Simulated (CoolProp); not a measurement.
Vapour-liquid equilibrium of o-xylene (1) + n-decane (2) at 380.3 K; x and y are mole fractions of (1).

Values from CoolProp's multi-fluid Helmholtz-energy mixture model, Zhou 2012 and Lemmon 2006; pair parameters Bell 2016.

**Question.** Give the bubble pressure and the first vapour's composition at x = 0.275, 0.575, 0.65. Is there an azeotrope?

**Answer.** x = 0.275: 0.01843 MPa, y = 0.500; x = 0.575: 0.02479 MPa, y = 0.780; x = 0.65: 0.02637 MPa, y = 0.829. No azeotrope shows between x = 0.05 and 0.95.

Pair parameters are fitted to limited data, so mixtures are less certain than the pure fluids.
